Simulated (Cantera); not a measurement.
## Reactions in the system C-Cu-F

Standard-state values (1 bar) from the NASA 1993 polynomials, evaluated with Cantera. Values are per mole of reaction as written; species without (g) are pure solids or liquids, kept so even where they would boil at 1 bar. The tables' values for C₂F₄ are old estimates.

C₂F₄(g) + 2 CuF₂ = 2 Cu + 2 CF₄(g)

| T (K) | ΔH° (kJ) | ΔS° (J/K) | ΔG° (kJ) | log10 K | condensed phases |
|---|---|---|---|---|---|
| 300 | -129.9 | 134.0 | -170.1 | 29.62 | CuF₂(s), Cu(s) |
| 1948 | -297.2 | -35.2 | -228.6 | 6.13 | CuF₂(l), Cu(l) |
| 1998 | -299.9 | -36.6 | -226.8 | 5.93 | CuF₂(l), Cu(l) |
| 2048 | -302.5 | -37.9 | -224.9 | 5.74 | CuF₂(l), Cu(l) |
| 2098 | -305.2 | -39.2 | -223.0 | 5.55 | CuF₂(l), Cu(l) |
| 2148 | -307.8 | -40.4 | -221.0 | 5.37 | CuF₂(l), Cu(l) |
| 2198 | -310.5 | -41.7 | -218.9 | 5.20 | CuF₂(l), Cu(l) |
| 2248 | -313.1 | -42.8 | -216.8 | 5.04 | CuF₂(l), Cu(l) |
| 2298 | -315.8 | -44.0 | -214.7 | 4.88 | CuF₂(l), Cu(l) |
| 2348 | -318.4 | -45.1 | -212.4 | 4.73 | CuF₂(l), Cu(l) |
| 2398 | -321.1 | -46.3 | -210.1 | 4.58 | CuF₂(l), Cu(l) |
| 2448 | -323.7 | -47.3 | -207.8 | 4.43 | CuF₂(l), Cu(l) |
